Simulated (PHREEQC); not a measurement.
Consider water at 25 °C with 0.0083 mol KHCO3 and 0.00097 mol Na2B4O7 per kg of water. Closed to the air; pH follows from the charge balance.

All values are PHREEQC results (ion-association model, phreeqc.dat), not measurements.

Precipitation was switched off in this run.

Task: What pH does the model give?

Result: pH 8.98.

Task: In which forms is B present?

Result: H3BO3 62 %, H2BO3- 38 % of the B.
